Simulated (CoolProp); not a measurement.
Vapour-liquid equilibrium of propane (1) + n-butane (2) at 262.4 K; x and y are mole fractions of (1).

Values from CoolProp's multi-fluid Helmholtz-energy mixture model, Lemmon 2009 and Bücker 2006; pair parameters Kunz 2012.

| x | bubble pressure (kPa) | y at the bubble point | dew pressure at overall composition x (kPa) | liquid density (mol/L) |
|---|---|---|---|---|
| 0.05 | 80.02 | 0.195 | 70.27 | 10.61 |
| 0.15 | 105.6 | 0.448 | 76.74 | 10.78 |
| 0.25 | 131.7 | 0.605 | 84.51 | 10.95 |
| 0.35 | 158.1 | 0.711 | 94.02 | 11.12 |
| 0.45 | 184.8 | 0.788 | 105.9 | 11.29 |
| 0.55 | 211.8 | 0.847 | 121.3 | 11.47 |
| 0.65 | 239.0 | 0.893 | 141.8 | 11.65 |
| 0.75 | 266.5 | 0.930 | 170.5 | 11.84 |
| 0.85 | 294.3 | 0.962 | 213.4 | 12.02 |
| 0.95 | 322.5 | 0.988 | 283.4 | 12.21 |

No azeotrope shows between x = 0.05 and 0.95.

Pair parameters are fitted to limited data, so mixtures are less certain than the pure fluids.
